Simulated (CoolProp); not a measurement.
Properties of nitrous oxide along the isobar 38.8 MPa.

The numbers come from the reference Helmholtz-energy equation of state, Lemmon 2006 in CoolProp. It is a short technical equation, of lower accuracy than the large ones.

| T (K) | phase | Z | cp (kJ/(kg K)) | Joule-Thomson coefficient (K/MPa) |
|---|---|---|---|---|
| 294.9 | liquid | 0.7046 | 1.712 | -0.08815 |
| 309.5 | liquid | 0.7013 | 1.732 | -0.02612 |
| 324.1 | supercritical | 0.7017 | 1.752 | 0.04695 |
| 338.7 | supercritical | 0.7059 | 1.770 | 0.1316 |
| 353.3 | supercritical | 0.7139 | 1.784 | 0.2274 |
| 367.9 | supercritical | 0.7254 | 1.790 | 0.3323 |
| 382.5 | supercritical | 0.7401 | 1.787 | 0.4422 |
| 397.1 | supercritical | 0.7576 | 1.773 | 0.5516 |
